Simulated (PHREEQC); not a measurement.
Solution (20 °C): 0.15 mol MgCl2, 0.0089 mol CO2 and 0.015 mol NaCl per kg of water. Closed to the air; pH follows from the charge balance.

The numbers come from PHREEQC with the ion-association model, phreeqc.dat.

Each row changes one thing in this solution. Precipitation was switched off in this run.

| case | pH | ionic strength (mol/kgw) | HCO3- (mol/kgw) | MgHCO3+ (mol/kgw) | (CO2)2 (mol/kgw) | NaHCO3 (mol/kgw) | SI of Halite (NaCl) |
|---|---|---|---|---|---|---|---|
| as made | 4.08 | 0.465 | 6.97e-5 | 3.79e-5 | 1.33e-6 | 2.73e-7 | -4.22 |
| temperature from 20 to 15 °C | 4.10 | 0.465 | 6.67e-5 | 3.61e-5 | 1.11e-6 | 2.71e-7 | -4.21 |
| temperature from 20 to 75 °C | 4.02 | 0.465 | 7.22e-5 | 5.39e-5 | 5.44e-6 | 2.00e-7 | -4.29 |
| 0.011 mol/kgw MnSO4 added | 4.08 | 0.476 | 6.89e-5 | 3.58e-5 | 1.33e-6 | 2.68e-7 | -4.22 |
| temperature from 20 to 5 °C | 4.15 | 0.465 | 5.94e-5 | 3.23e-5 | 7.55e-7 | 2.59e-7 | -4.20 |
| temperature from 20 to 35 °C | 4.04 | 0.465 | 7.55e-5 | 4.29e-5 | 2.15e-6 | 2.68e-7 | -4.24 |

Species that the database lacks are ignored. Away from 25 °C the constants follow the database's enthalpies or fits; those with neither stay at their 25 °C values.
